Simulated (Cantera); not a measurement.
Cantera run, input and output.

```python
import numpy as np
import cantera as ct

gas = ct.Solution("gri30.yaml")
gas.TPX = 1250, 13332, {'N2O': 1, 'O2': 2.7}
inlet = ct.Reservoir(gas, clone=True)

reactor = ct.IdealGasConstPressureReactor(gas, energy="off", clone=False)
exhaust = ct.Reservoir(gas, clone=True)
tau = [1.4, 0.66, 0.32, 0.16, 0.075, 0.037, 0.018, 0.0086, 0.0042][0]
for a, b in ((inlet, reactor), (reactor, exhaust)):
    ct.MassFlowController(a, b, mdot=lambda t: reactor.mass / tau)
net = ct.ReactorNet([reactor])
show = ['N2O', 'O2', 'NO', 'NO2', 'N2', 'O']

rows = []
print(f"{'tau/s':>10s}{'T/K':>9s}" + "".join(f"{s:>11s}" for s in show))
for tau in [1.4, 0.66, 0.32, 0.16, 0.075, 0.037, 0.018, 0.0086, 0.0042]:
    net.initial_time = 0.0
    net.advance(30 * tau)
    before = gas.X
    net.advance(40 * tau)
    drift = np.max(np.abs(gas.X - before) / (gas.X + 1e-9))
    rows.append([gas.T, *gas[show].X, drift])
    print(f"{tau:10.3e}{gas.T:9.1f}" + "".join(f"{x:11.3e}" for x in gas[show].X))
```

It prints:

```
     tau/s      T/K        N2O         O2         NO        NO2         N2          O
 1.400e+00   1250.0  2.049e-01  7.339e-01  7.177e-03  1.212e-05  5.402e-02  3.758e-06
 6.600e-01   1250.0  2.348e-01  7.320e-01  3.917e-03  6.363e-06  2.932e-02  3.796e-06
 3.200e-01   1250.0  2.518e-01  7.309e-01  2.046e-03  3.100e-06  1.528e-02  3.813e-06
 1.600e-01   1250.0  2.607e-01  7.303e-01  1.061e-03  1.425e-06  7.916e-03  3.820e-06
 7.500e-02   1250.0  2.657e-01  7.300e-01  5.072e-04  5.411e-07  3.782e-03  3.821e-06
 3.700e-02   1250.0  2.680e-01  7.299e-01  2.521e-04  1.925e-07  1.881e-03  3.815e-06
 1.800e-02   1250.0  2.692e-01  7.298e-01  1.228e-04  5.875e-08  9.173e-04  3.801e-06
 8.600e-03   1250.0  2.697e-01  7.298e-01  5.830e-05  1.549e-08  4.375e-04  3.769e-06
 4.200e-03   1250.0  2.700e-01  7.297e-01  2.804e-05  3.899e-09  2.123e-04  3.707e-06
```

Computed with Cantera and GRI-Mech 3.0 (53 species, 325 reactions). GRI-Mech 3.0 was tuned for natural gas; its chemistry of N2O as a main component is partial and can be far from experiment. The mechanism lacks the step 2 NO + O2 → 2 NO2, which can matter for NO2 below about 1400 K. The temperature is held fixed by assumption; the heat of reaction is taken as removed at once.
